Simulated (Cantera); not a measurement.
Input: 1 mol SiH₂Cl₂, 0.23 mol C₂H₂, 24 mol H₂, held at 875 °C and 6.40 mbar.

Cantera equilibrium calculation (NASA polynomials, part measured and part estimated; ideal gas, pure solids and liquids). Candidate condensed phases: C, C₆H₆, C₇H₈, C₈H₁₈, Si, SiC; 109 gas species. Mutual solubility and eutectic melting of coexisting phases are not modelled. The tables' values for SiCl₃ are old estimates; treat these amounts as uncertain. Equilibrium is a limit: real reactors are often held back by kinetics, nucleation or transport.

Base state: H₂ 0.941, HCl 0.0490, SiCl₂ 0.00561, SiCl₄ 0.00249, SiCl₃ 0.00112, SiHCl₃ 0.000959, SiH₂Cl₂ 4.63e-5 (mole fractions); condensed: Si(s) + SiC(s).

What changes in the equilibrium state with this change: H₂ from 24 to 110 mol?


```
species        before     after
-----------  --------  --------
H₂              0.941     0.983
HCl            0.0490    0.0163
SiCl₂         0.00561  0.000593
SiCl₄         0.00249   2.78e-5
SiCl₃         0.00112   3.87e-5
SiHCl₃       0.000959   3.37e-5
Si(s), mol      0.273     0.462
SiC(s), mol     0.460     0.460
```

What changes in the equilibrium state with this change: temperature from 875 °C to 1700 °C?


```csv
species,before,after
H₂,0.941,0.912
HCl,0.0490,0.0564
H,8.71e-7,0.0161
SiCl₂,0.00561,0.00862
Si,<1e-9,0.00493
SiH,<1e-9,0.000272
"Si(s), mol",0.273,0
"SiC(s), mol",0.460,0.457
"Si(l), mol",0,0.142
```
The tables' values for SiCl, SiCl₃ are old estimates; treat these amounts as uncertain. Gases not in the tables: Si₂H₆ and higher silanes.

What changes in the equilibrium state with this change: SiH₂Cl₂ replaced by SiCl₄?


```
species        before    after
-----------  --------  -------
H₂              0.941    0.891
HCl            0.0490   0.0886
SiCl₄         0.00249  0.00991
SiCl₃         0.00112  0.00241
SiHCl₃       0.000959  0.00200
SiCl₂         0.00561  0.00648
SiH₂Cl₂       4.63e-5  5.06e-5
Si(s), mol      0.273        0
SiC(s), mol     0.460    0.460
```
